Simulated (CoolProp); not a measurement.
Values from CoolProp's reference Helmholtz-energy equation of state, Lemmon 2005.

**Question.** For R125, give the phase and the cp (kJ/(kg K)), cv (kJ/(kg K)) at -92.65 °C and 0.051 MPa.

**Answer.** 
- -92.65 °C and 0.051 MPa: liquid; cp 1.04, cv 0.684
